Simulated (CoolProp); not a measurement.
Properties of ammonia along the isotherm 451.85 °C (Tc = 132.4 °C, pc = 113.6 bar, ω = 0.256).

The numbers come from the reference Helmholtz-energy equation of state, Gao 2020 in CoolProp.

```csv
p (bar),phase,Joule-Thomson coefficient (K/MPa),conductivity (mW/(m K))
71.4,gas,1.920,82.9
143,supercritical,1.800,87.8
214,supercritical,1.667,93.8
286,supercritical,(withheld),(withheld)
357,supercritical,1.380,108
429,supercritical,(withheld),117
500,supercritical,(withheld),126
571,supercritical,0.9629,135
643,supercritical,(withheld),144
714,supercritical,0.7181,153
786,supercritical,0.6115,162
857,supercritical,0.5187,(withheld)
929,supercritical,0.4365,179
1000,supercritical,0.3662,(withheld)
```

**Question.** Some entries are withheld; supply them.

**Answer.** 
- 286, Joule-Thomson coefficient (K/MPa): 1.524
- 286, conductivity (mW/(m K)): 101
- 429, Joule-Thomson coefficient (K/MPa): 1.235
- 500, Joule-Thomson coefficient (K/MPa): 1.097
- 643, Joule-Thomson coefficient (K/MPa): 0.8347
- 857, conductivity (mW/(m K)): 171
- 1000, conductivity (mW/(m K)): 188

Thermal conductivity comes from a separate model (Tufeu 1984).
